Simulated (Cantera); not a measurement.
A closed system holds: 1 mol Si2Cl6, 11 mol N2, held at 975 Torr.

Method: chemical equilibrium by Gibbs-energy minimisation in Cantera with the NASA 1993 tables (ideal gas, pure condensed phases). Candidate condensed phases: Si, Si3N4; 13 gas species. The feed counts by its element totals alone. N2 is the only nitrogen source here; it is nearly inert below about 1500 K, so the nitride shown seldom forms there in practice. The tables' values for SiCl3 are old estimates; treat these amounts as uncertain. Equilibrium is a limit: real reactors are often held back by kinetics, nucleation or transport. All values below are at 1123 K.

Base state: N2 0.877, SiCl4 0.123, SiCl3 0.000154 (mole fractions); condensed: Si3N4(s).

Task: What changes in the equilibrium state with this change: Si2Cl6 replaced by SiCl4?

Result: 
```
species          before    after
-------------  --------  -------
N2                0.877    0.917
SiCl4             0.123   0.0833
SiCl3          0.000154  2.32e-6
Si3N4(s), mol     0.167        0
```
